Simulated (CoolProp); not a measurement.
A simple Rankine cycle with cyclohexane: condensing at 304.15 K, boiler at 0.162 MPa, turbine inlet 410.4 K, turbine efficiency 0.75, pump efficiency 0.8, no recuperator. Each further row changes one setting.

The numbers come from the reference Helmholtz-energy equation of state, Zhou 2014 in CoolProp.

```tsv
case	thermal efficiency (%)	net work (kJ/kg)	heat in (kJ/kg)	turbine exit temperature (K)	volume ratio over the turbine
as stated	11.4	63.0	551	371.7	8.93
turbine inlet 430.4 K	11.3	66.5	590	392.2	8.95
condensing temperature 296.15 K	12.8	72.2	566	365.9	12.6
boiler pressure 0.113 MPa	9.7	53.8	553	378.2	6.27
turbine efficiency 0.65	9.9	54.5	551	376.8	9.06
```
